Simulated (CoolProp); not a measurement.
Properties of n-pentane along the isobar 3.03 MPa.

Model: reference Helmholtz-energy equation of state, Thol 2019, in CoolProp.

```tsv
T (°C)	phase	density (kg/m³)	cp (kJ/(kg K))	Joule-Thomson coefficient (K/MPa)	isothermal compressibility (1/MPa)	viscosity (µPa s)	fugacity coefficient
134.85	liquid	496.9	2.960	0.1826	0.01007	61.9	0.3470
161.35	liquid	449.3	3.305	0.7266	0.02192	43.8	0.4996
187.85	liquid	359.2	5.413	4.366	0.1852	24.2	0.6669
214.35	gas	83.31	3.274	12.11	0.5911	10.1	0.7380
240.85	gas	69.58	3.019	8.512	0.4738	10.5	0.7840
267.35	gas	61.47	2.978	6.583	0.4264	11.0	0.8198
293.85	gas	55.76	2.998	5.342	0.4001	11.6	0.8485
320.35	gas	51.39	3.042	4.469	0.3833	12.2	0.8722
346.85	gas	47.86	3.098	3.818	0.3716	12.8	0.8919
```

Viscosity comes from a separate model (Quiñones-Cisneros 2006), older than the equation that it now runs on, and unchecked against measurements.
